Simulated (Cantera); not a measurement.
An adiabatic, constant-volume homogeneous reactor starts with CO : H2 : O2 : N2 = 1 : 0.25 : 2.08 : 7.83 (molar parts), equivalence ratio 0.30, at 1148 K and 21.0 bar. Integrator tolerance rtol = 1e-08.

Detailed kinetics in Cantera: GRI-Mech 3.0 (53 species, 325 reactions). The hydrogen kinetics of GRI-Mech 3.0 are dated; newer H2 mechanisms differ, most at raised pressure. The pressure lies above the range GRI-Mech 3.0 was tuned for (to about 10 atm).

| quantity | before | after |
|---|---|---|
| time of steepest temperature rise | 0.361 ms | 0.267 ms |
| temperature at 5.00 s | 2192 K | 2172 K |
| equilibrium temperature | 2192 K | 2172 K |
| x(CO) at 5.00 s | 0.000242 (gas-phase equilibrium 0.000242) | 0.00135 (gas-phase equilibrium 0.00135) |
| x(H2) at 5.00 s | 1.14e-5 (gas-phase equilibrium 1.14e-5) | 6.31e-5 (gas-phase equilibrium 6.31e-5) |
| x(O2) at 5.00 s | 0.133 (gas-phase equilibrium 0.133) | 0.133 (gas-phase equilibrium 0.133) |
| x(H2O2) at 5.00 s | 1.74e-7 (gas-phase equilibrium 1.74e-7) | 2.45e-8 (gas-phase equilibrium 2.45e-8) |
| x(HO2) at 5.00 s | 4.89e-6 (gas-phase equilibrium 4.89e-6) | 1.77e-6 (gas-phase equilibrium 1.77e-6) |

Problem. Which change was made?
A. CO 1 to 0.57 parts
B. initial temperature 1148 to 1100 K
C. H2 0.25 to 0.078 parts
D. pressure from 21.0 bar to 0.500 bar

Solution. D, pressure from 21.0 bar to 0.500 bar
